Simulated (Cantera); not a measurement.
Feed: 1 mol Fe, 1.7 mol Cl₂, 0.041 mol H₂, equilibrated at 773 K and 0.560 bar.

Equilibrium computed with Cantera from the NASA thermochemical tables; the gas is ideal and each condensed phase is pure. Candidate condensed phases: Fe, FeCl₂, FeCl₃; 11 gas species. Kinetics and transport are ignored.

Base state: Fe₂Cl₆ 0.620, Cl₂ 0.208, HCl 0.107, FeCl₃ 0.0655, FeCl₂ 1.37e-5 (mole fractions); condensed: gas only.

**Question.** What changes in the equilibrium state with this change: Fe replaced by Fe₃O₄?

**Answer.** 
```json
[
 {"species": "Cl₂", "before": "0.208", "after": "0.812"},
 {"species": "Fe₂Cl₆", "before": "0.620", "after": "0.103"},
 {"species": "HCl", "before": "0.107", "after": "0.0574"},
 {"species": "FeCl₃", "before": "0.0655", "after": "0.0268"},
 {"species": "H₂O", "before": "0", "after": "5.77e-5"},
 {"species": "O₂", "before": "0", "after": "4.95e-5"},
 {"species": "FeCl₂", "before": "1.37e-5", "after": "2.83e-6"},
 {"species": "Fe₂O₃(s), mol", "before": "0", "after": "1.33"}
]
```
Condensed phases not in the tables: FeOCl. Further candidate phases: FeO, Fe(OH)₂, Fe(OH)₃, Fe₂O₃, Fe₃O₄, H₂O.
